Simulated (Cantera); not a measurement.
Input: 1 mol Si3N4, 0.0014 mol H2O, 3.9 mol N2, held at 0.0140 bar.

Method: chemical equilibrium by Gibbs-energy minimisation in Cantera with the NASA 1993 tables (ideal gas, pure condensed phases). Candidate condensed phases: H2O, Si, SiO2, Si2N2O, Si3N4; 35 gas species. Mutual solubility and eutectic melting of coexisting phases are not modelled. The numbers say what is thermodynamically allowed, not how fast it happens.

Which condensed phases are stable at each of these points (T (K)): 1200, 1250, 1300, 1350, 1400, 1450, 1500, 1550, 1600, 1650, 1700?


```csv
T (K),condensed phases,Si condensed (%)
1200,Si2N2O(s) + Si3N4(s),100.0
1250,Si2N2O(s) + Si3N4(s),100.0
1300,Si2N2O(s) + Si3N4(s),100.0
1350,Si2N2O(s) + Si3N4(s),100.0
1400,Si2N2O(s) + Si3N4(s),100.0
1450,Si2N2O(s) + Si3N4(s),100.0
1500,Si2N2O(s) + Si3N4(s),100.0
1550,Si2N2O(s) + Si3N4(s),100.0
1600,Si2N2O(s) + Si3N4(s),100.0
1650,Si3N4(s),100.0
1700,Si3N4(s),100.0
```

From 1200 K to 1600 K the condensed part is Si2N2O(s) + Si3N4(s). From 1650 K to 1700 K the condensed part is Si3N4(s).
